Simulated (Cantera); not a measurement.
Charge: 1 mol FeS₂, 1400 mol H₂, 9.5 mol N₂, at 1425 K and 0.190 bar.

Method: chemical equilibrium by Gibbs-energy minimisation in Cantera with the NASA 1993 tables (ideal gas, pure condensed phases). Candidate condensed phases: Fe, FeS, FeS₂, S; 16 gas species. Rates play no part.

Base state: H₂ 0.992, N₂ 0.00674, H₂S 0.00141, H 1.56e-5 (mole fractions); condensed: Fe(γ).

### Question
What changes in the equilibrium state with this change: H₂ from 1400 to 0.56 mol?

### Answer
```tsv
species	before	after
N₂	0.00674	0.907
S₂	3.75e-7	0.0391
H₂	0.992	0.0365
H₂S	0.00141	0.0168
SH	7.23e-6	0.000448
H	1.56e-5	2.99e-6
Fe(γ), mol	1.000	0
FeS(s), mol	0	1.00
```
FeS: taken at fixed stoichiometry.
